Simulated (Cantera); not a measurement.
A perfectly stirred reactor is fed with 0.475 % CH4, 99.3 % H2, 0.237 % O2, equivalence ratio 210, at 12.8 Torr; it is held at 2348 K, and followed from long to short residence time.

Detailed kinetics in Cantera: GRI-Mech 3.0 (53 species, 325 reactions). Radical loss at walls, strong at low pressure, is not modelled.

Predict: x(CH4) at τ = 2.50 s; x(H2) at τ = 2.50 s; x(O2) at τ = 2.50 s; x(CH2) at τ = 2.50 s; x(CO) at τ = 2.50 s; x(CH4) at τ = 63.0 ms; x(H2) at τ = 63.0 ms; x(O2) at τ = 63.0 ms; x(CH2) at τ = 63.0 ms; x(CO) at τ = 63.0 ms.


```json
{
 "x(CH4) at τ = 2.50 s": "1.72e-5",
 "x(H2) at τ = 2.50 s": "0.918",
 "x(O2) at τ = 2.50 s": "3.60e-8",
 "x(CH2) at τ = 2.50 s": "3.39e-6",
 "x(CO) at τ = 2.50 s": "0.00395",
 "x(CH4) at τ = 63.0 ms": "0.000608",
 "x(H2) at τ = 63.0 ms": "0.965",
 "x(O2) at τ = 63.0 ms": "4.02e-6",
 "x(CH2) at τ = 63.0 ms": "1.39e-5",
 "x(CO) at τ = 63.0 ms": "0.000759"
}
```
